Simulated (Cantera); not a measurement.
## Stirred combustor or abatement burner

A perfectly stirred reactor is fed with 14.3 % CH₄, 17.9 % O₂, 67.2 % N₂, 0.700 % H₂, at 5.00 bar; it is adiabatic with a 450 K inlet, and is followed from long to short residence time, starting on the burning branch (τ in s: 0.32, 0.11, 0.036, 0.012, 0.0041, 0.0014, 0.00046, 0.00016, 5.2e-05).

Cantera simulation using GRI-Mech 3.0 (53 species, 325 reactions); the numbers are that mechanism's predictions, not measurements.

| τ (s) | T (K) | x CH₄ | x O₂ | x CO₂ | x CO | x CH₂O | x HO₂ | x CH₂CO |
|---|---|---|---|---|---|---|---|---|
| 0.32 | 1939 | 0.00150 | 4.55e-5 | 0.0345 | 0.0927 | 1.08e-6 | 1.46e-8 | 1.16e-6 |
| 0.11 | 1946 | 0.00272 | 0.000123 | 0.0352 | 0.0896 | 2.39e-6 | 3.95e-8 | 3.54e-6 |
| 0.036 | 1955 | 0.00440 | 0.000334 | 0.0363 | 0.0848 | 5.31e-6 | 1.10e-7 | 9.74e-6 |
| 0.012 | 1961 | 0.00637 | 0.000869 | 0.0373 | 0.0793 | 1.16e-5 | 2.97e-7 | 2.36e-5 |
| 0.0041 | 1959 | 0.00862 | 0.00215 | 0.0376 | 0.0748 | 2.50e-5 | 8.11e-7 | 5.31e-5 |
| 0.0014 | 1936 | 0.0116 | 0.00537 | 0.0359 | 0.0721 | 5.60e-5 | 2.45e-6 | 0.000119 |
| 0.00046 | 1808 | 0.0203 | 0.0197 | 0.0273 | 0.0714 | 0.000204 | 1.40e-5 | 0.000392 |
| 0.00016 | 450 | 0.143 | 0.179 | <1e-12 | <1e-12 | <1e-12 | <1e-12 | <1e-12 |
| 5.2e-5 | 450 | 0.143 | 0.179 | <1e-12 | <1e-12 | <1e-12 | <1e-12 | <1e-12 |
x: mole fraction; the columns are a selection and need not sum to one.
